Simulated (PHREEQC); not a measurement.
Make-up at 25 °C: 0.31 mol/kgw FeSO4. Closed to the air; pH follows from the charge balance.

Equilibrium calculation in PHREEQC: ion-association model, wateq4f.dat.

This is a speciation only: nothing precipitates in the calculation.

Task: Estimate the pH, activity of water.

Result: pH 5.82; activity of water 0.992.

Task: In which forms is Fe present?

Result: FeSO4 51 %, Fe+2 49 % of the Fe.

Complexes and solids missing from the database can't appear.
